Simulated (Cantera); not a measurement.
# HMDSO + N2O + N2 + O3 (silicon oxide and oxynitride deposition)

Feed: 1 mol HMDSO, 0.29 mol N2O, 74 mol N2, a varied amount of O3, equilibrated at 625 K and 72.0 Pa.

Equilibrium computed with Cantera from the NASA thermochemical tables; the gas is ideal and each condensed phase is pure. Candidate condensed phases: C, C6H6, C7H8, C8H18, H2O, Si, SiC, SiO2, Si2N2O, Si3N4; 151 gas species. The feed counts by its element totals alone. The numbers say what is thermodynamically allowed, not how fast it happens.

| n(O3) (mol) | log p N2 | log p H2 | log p CO2 | log p CO | log p H2O | log p CH4 | n C(graphite) | n SiO2(α-quartz) | n Si2N2O(s) |
|---|---|---|---|---|---|---|---|---|---|
| 0.34 | -3.19 | -4.11 | -15.08 | -10.12 | -10.39 | -6.53 | 5.97 | 0.873 | 0.563 |
| 0.43 | -3.19 | -4.11 | -15.08 | -10.12 | -10.39 | -6.53 | 5.97 | 1.05 | 0.473 |
| 0.55 | -3.19 | -4.11 | -15.08 | -10.12 | -10.39 | -6.54 | 5.97 | 1.29 | 0.353 |
| 0.7 | -3.19 | -4.11 | -15.08 | -10.12 | -10.39 | -6.54 | 5.97 | 1.59 | 0.203 |
| 0.88 | -3.19 | -4.11 | -15.08 | -10.12 | -10.39 | -6.54 | 5.97 | 1.95 | 0.0233 |
| 1.1 | -3.19 | -4.12 | -6.11 | -5.63 | -5.92 | -6.56 | 5.61 | 2.00 | 0 |
| 1.4 | -3.20 | -4.13 | -5.53 | -5.34 | -5.63 | -6.57 | 5.10 | 2.00 | 0 |
| 1.8 | -3.20 | -4.14 | -5.19 | -5.18 | -5.47 | -6.59 | 4.43 | 2.00 | 0 |
| 2.3 | -3.20 | -4.15 | -4.96 | -5.06 | -5.37 | -6.61 | 3.61 | 2.00 | 0 |
log p: log10 of the partial pressure in bar; n: condensed amount in mol.

From 0.34 mol O3 to 0.88 mol O3 the condensed part is C(graphite) + SiO2(α-quartz) + Si2N2O(s). From 1.1 mol O3 to 2.3 mol O3 the condensed part is C(graphite) + SiO2(α-quartz).
